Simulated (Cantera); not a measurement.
What does this Cantera script print?

```python
import numpy as np
import cantera as ct

gas = ct.Solution("h2o2.yaml")
gas.TPX = 550, 43000, {'H2': 1, 'O2': 0.25, 'N2': 0.94}
flame = ct.FreeFlame(gas, width=0.072)
flame.set_refine_criteria(ratio=3, slope=0.08, curve=0.16)
flame.transport_model = "mixture-averaged"
flame.solve(loglevel=0, auto=True)
flame.transport_model = "multicomponent"
flame.soret_enabled = True
flame.solve(loglevel=0, refine_grid=True)
z, T = flame.grid, flame.T
thick = (T[-1] - T[0]) / np.gradient(T, z).max()
show = ['H2', 'O2', 'HO2', 'H2O2', 'H', 'OH']
print(f"laminar burning velocity  {flame.velocity[0] * 100:.3f} cm/s")
print(f"burnt temperature         {T[-1]:.1f} K")
print(f"thermal thickness         {thick * 1e3:.4f} mm")
print(f"grid points               {len(z)}")
z0 = z[flame.heat_release_rate.argmax()]
print(f"{'z/mm':>9s}{'T/K':>9s}{'u/(m/s)':>9s}" + "".join(f"{s:>11s}" for s in show))
rows = []
for k in (-3, -2, -1.5, -1, -0.5, -0.25, 0, 0.25, 0.5, 1, 2, 4, 8):
    zz = z0 + k * thick
    rows.append([k * thick, np.interp(zz, z, T), np.interp(zz, z, flame.velocity),
                 *(np.interp(zz, z, flame.X[gas.species_index(s)]) for s in show)])
    print(f"{rows[-1][0] * 1e3:9.3f}{rows[-1][1]:9.1f}{rows[-1][2]:9.3f}" + "".join(f"{x:11.3e}" for x in rows[-1][3:]))
```

Result:

```
laminar burning velocity  668.090 cm/s
burnt temperature         2241.5 K
thermal thickness         1.2899 mm
grid points               153
     z/mm      T/K  u/(m/s)         H2         O2        HO2       H2O2          H         OH
   -3.870    550.0    6.681  4.566e-01  1.142e-01  1.970e-14  3.290e-16  4.309e-17  1.075e-19
   -2.580    550.0    6.681  4.566e-01  1.142e-01  3.613e-11  5.250e-15  7.433e-13  6.673e-16
   -1.935    550.0    6.681  4.566e-01  1.142e-01  2.506e-09  4.933e-13  1.372e-10  8.242e-14
   -1.290    550.0    6.681  4.566e-01  1.142e-01  5.718e-07  3.511e-10  1.036e-07  1.738e-10
   -0.645    567.9    6.830  4.497e-01  1.149e-01  1.424e-04  2.493e-06  3.366e-04  6.137e-05
   -0.322    756.8    8.879  4.167e-01  1.102e-01  8.410e-05  4.193e-06  9.377e-03  4.389e-04
    0.000   1153.0   13.226  3.050e-01  6.801e-02  3.216e-05  7.923e-07  6.129e-02  1.983e-03
    0.322   1421.4   16.226  2.065e-01  1.196e-02  5.514e-06  5.098e-07  1.044e-01  3.689e-03
    0.645   1527.9   17.367  1.947e-01  2.011e-03  8.766e-07  3.576e-07  1.042e-01  4.062e-03
    1.290   1636.9   18.485  2.022e-01  9.232e-04  3.791e-07  2.673e-07  9.109e-02  4.639e-03
    2.580   1758.1   19.689  2.128e-01  6.906e-04  2.672e-07  1.667e-07  7.443e-02  5.009e-03
    5.160   1881.3   20.878  2.232e-01  4.564e-04  1.759e-07  9.047e-08  5.725e-02  4.919e-03
   10.319   1993.4   21.928  2.326e-01  2.600e-04  1.074e-07  4.622e-08  4.140e-02  4.325e-03
```

Cantera simulation using the H2/O2 subset of GRI-Mech 3.0, which has no nitrogen chemistry; the numbers are that mechanism's predictions, not measurements. Burning velocities carry a grid error of a few per cent, more on coarse grids.
